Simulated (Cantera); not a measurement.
Mixture: 15.2 % CH₄, 17.9 % O₂, 67.0 % N₂, at 1.00 atm, adiabatic and at constant volume. Ignition delay is the time to a rise of 400 K.

Cantera simulation using GRI-Mech 3.0 (53 species, 325 reactions); the numbers are that mechanism's predictions, not measurements.

Question: Predict: delay at 1298 K; delay at 1498 K; delay at 1698 K; delay at 1898 K; apparent activation energy between 1798 and 1998 K.

Answer: 
```json
{
 "delay at 1298 K": "14.8 ms",
 "delay at 1498 K": "1.38 ms",
 "delay at 1698 K": "0.224 ms",
 "delay at 1898 K": "59.9 µs",
 "apparent activation energy between 1798 and 1998 K": "170 kJ/mol"
}
```
